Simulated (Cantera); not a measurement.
**Stirred combustor or abatement burner**

A perfectly stirred reactor is fed with 24.7 % H₂, 14.7 % O₂, 55.4 % N₂, 5.19 % H₂O, equivalence ratio 0.84, at 750 Torr; it is adiabatic with a 798 K inlet, and is followed from long to short residence time, starting on the burning branch (τ in s: 0.059, 0.032, 0.017, 0.0093, 0.005, 0.0027, 0.0015, 0.00079, 0.00042, 0.00023, 0.00012, 6.7e-05).

Model: GRI-Mech 3.0 (53 species, 325 reactions), integrated in Cantera.

| τ (s) | T (K) | x H₂ | x O₂ | x H₂O | x HO₂ | x N₂O | x NO | x O |
|---|---|---|---|---|---|---|---|---|
| 0.059 | 2423 | 0.00876 | 0.0252 | 0.322 | 4.31e-6 | 2.86e-7 | 0.00453 | 0.00165 |
| 0.032 | 2422 | 0.00899 | 0.0257 | 0.322 | 4.39e-6 | 2.78e-7 | 0.00369 | 0.00172 |
| 0.017 | 2417 | 0.00943 | 0.0262 | 0.321 | 4.50e-6 | 2.68e-7 | 0.00269 | 0.00184 |
| 0.0093 | 2409 | 0.0102 | 0.0269 | 0.319 | 4.62e-6 | 2.56e-7 | 0.00181 | 0.00203 |
| 0.0050 | 2393 | 0.0115 | 0.0276 | 0.317 | 4.81e-6 | 2.38e-7 | 0.00112 | 0.00236 |
| 0.0027 | 2364 | 0.0137 | 0.0286 | 0.313 | 5.17e-6 | 2.13e-7 | 0.000663 | 0.00291 |
| 0.0015 | 2322 | 0.0167 | 0.0298 | 0.307 | 5.87e-6 | 1.83e-7 | 0.000385 | 0.00373 |
| 0.00079 | 2257 | 0.0210 | 0.0316 | 0.299 | 7.33e-6 | 1.52e-7 | 0.000202 | 0.00504 |
| 0.00042 | 2173 | 0.0258 | 0.0338 | 0.289 | 9.77e-6 | 1.29e-7 | 0.000108 | 0.00673 |
| 0.00023 | 2078 | 0.0305 | 0.0364 | 0.279 | 1.32e-5 | 1.12e-7 | 6.60e-5 | 0.00863 |
| 0.00012 | 1962 | 0.0354 | 0.0395 | 0.267 | 1.82e-5 | 9.91e-8 | 4.52e-5 | 0.0108 |
| 6.7e-5 | 1849 | 0.0395 | 0.0428 | 0.257 | 2.38e-5 | 8.90e-8 | 3.39e-5 | 0.0126 |
x: mole fraction; the columns are a selection and need not sum to one.
